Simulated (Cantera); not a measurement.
Charge: 1 mol Cr, 2.3 mol NH₃, at 2125 °C and 263 Torr.

Cantera equilibrium calculation (NASA polynomials, part measured and part estimated; ideal gas, pure solids and liquids). Candidate condensed phases: Cr, CrN, Cr₂N; 11 gas species. The numbers say what is thermodynamically allowed, not how fast it happens.

Base state: H₂ 0.645, N₂ 0.219, Cr 0.114, H 0.0214 (mole fractions); condensed: Cr(l).

### Question
What changes in the equilibrium state with this change: temperature from 2125 °C to 850 °C?

### Answer
| species | before | after |
|---|---|---|
| H₂ | 0.645 | 0.841 |
| N₂ | 0.219 | 0.159 |
| NH₃ | 9.84e-7 | 3.01e-5 |
| Cr | 0.114 | <1e-9 |
| H | 0.0214 | 6.62e-8 |
| Cr(l), mol | 0.398 | 0 |
| CrN(s), mol | 0 | 1.00 |

### Question
What changes in the equilibrium state with this change: pressure from 263 Torr to 75.0 Torr?

### Answer
```
species     before   after
----------  ------  ------
H₂           0.645   0.585
N₂           0.219   0.201
Cr           0.114   0.175
H           0.0214  0.0381
Cr(l), mol   0.398       0
```
